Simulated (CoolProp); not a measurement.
Properties of nitrogen along the isotherm 2.05 °C (Tc = -147.0 °C, pc = 33.96 bar, ω = 0.037).

Computed with CoolProp (reference Helmholtz-energy equation of state, Span 2000).

```csv
p (bar),phase,cp (kJ/(kg K)),fugacity coefficient
22.6,gas,1.085,0.9910
45.3,supercritical,1.131,0.9835
67.9,supercritical,1.177,0.9776
90.6,supercritical,1.220,0.9732
113,supercritical,1.259,0.9704
136,supercritical,1.295,0.9692
158,supercritical,1.324,0.9696
181,supercritical,1.350,0.9715
204,supercritical,1.371,0.9751
226,supercritical,1.386,0.9798
249,supercritical,1.398,0.9863
272,supercritical,1.407,0.9941
294,supercritical,1.414,1.003
317,supercritical,1.418,1.013
340,supercritical,1.421,1.025
```
